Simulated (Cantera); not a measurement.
Input (Python, Cantera) and output of one run.

```python
import numpy as np
import cantera as ct

gas_names = [...]  # 109 gases of nasa_gas.yaml made of C, Cl, H, Si
cond_names = """
    C(gr) C6H6(L) C7H8(L) C8H18(L),n-octa Si(cr) Si(L) SiC(b)
""".split()


# ... load() reads the species with a 1 bar reference pressure and builds the phases ...
atoms = {
    'CH3Cl': {'C': 1, 'H': 3, 'CL': 1},
    'Si': {'Si': 1},
}
top_T = {'C(gr)': 4500, 'SiC(b)': 3050}  # K; cautious upper limits of use, not melting points


# ... equilibrate(T, P, feed) seeds the gas with the atoms and calls Mixture.equilibrate('TP', solver="vcs", rtol=1e-11, max_steps=5000) ...
results = []
feed = {'CH3Cl': 1, 'Si': 0.0069}  # mol
T = 2773  # K
P = 220  # Pa
mix = equilibrate(T, P, feed)
results.append((T, P, feed, dict(zip(mix.species_names, mix.species_moles))))
print(gas.report(threshold=0.0001))
for i in range(1, mix.n_phases):
    print(f"{mix.phase(i).name:16s} {mix.phase_moles(i):12.5e} mol")
```

Result:

```
       temperature   2773 K
          pressure   220 Pa
           density   0.00011485 kg/m^3
  mean mol. weight   12.036 kg/kmol
   phase of matter   gas

                          1 kg             1 kmol
                     ---------------   ---------------
          enthalpy        1.7943e+07        2.1597e+08  J
   internal energy        1.6027e+07        1.9291e+08  J
           entropy             20720        2.4939e+05  J/K
    Gibbs function       -3.9514e+07        -4.756e+08  J
 heat capacity c_p              2056             24747  J/K
 heat capacity c_v            1365.2             16432  J/K

                      mass frac. Y      mole frac. X     chem. pot. / RT
                     ---------------   ---------------   ---------------
                 C         0.0022182         0.0022228            -3.508
                C2         0.0019891        0.00099666           -7.0161
               C2H         0.0042642         0.0020505           -21.404
    C2H2,acetylene         0.0081753         0.0037791           -35.793
                C3           0.03072          0.010262           -10.524
                CL           0.65978           0.22401           -25.807
                 H          0.046757           0.55831           -14.388
               HCL           0.21808          0.071998           -40.195
                H2          0.020784           0.12409           -28.777
                Si         0.0030739         0.0013174           -16.875
              SiC2         0.0029842        0.00068934           -23.891
     [  +98 minor]         0.0011772        0.00027094

C(gr)             8.34941e-01 mol
Si(L)             0.00000e+00 mol
SiC(b)            0.00000e+00 mol
```

Cantera equilibrium calculation (NASA polynomials, part measured and part estimated; ideal gas, pure solids and liquids). The tables' values for SiCl are old estimates; treat these amounts as uncertain.
